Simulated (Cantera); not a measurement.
Feed: 1 mol Si₃N₄, a varied amount of N₂O, 60 mol H₂, equilibrated at 1425 K and 101000 Pa.

Cantera equilibrium calculation (NASA polynomials, part measured and part estimated; ideal gas, pure solids and liquids). Candidate condensed phases: H₂O, Si, SiO₂, Si₂N₂O, Si₃N₄; 35 gas species. Mutual solubility and eutectic melting of coexisting phases are not modelled. The tables hold silica as quartz up to 1696 K and as liquid above; real silica turns to tridymite and cristobalite and melts near 1996 K. Rates play no part.

Problem. At 1.8 mol N₂O, list the 4 most abundant gas species with their mole fractions, and the condensed phases.

Solution. H₂ 0.961, N₂ 0.0384, H₂O 0.000212, NH₃ 1.47e-5. Condensed: SiO₂(β-quartz) + Si₂N₂O(s).
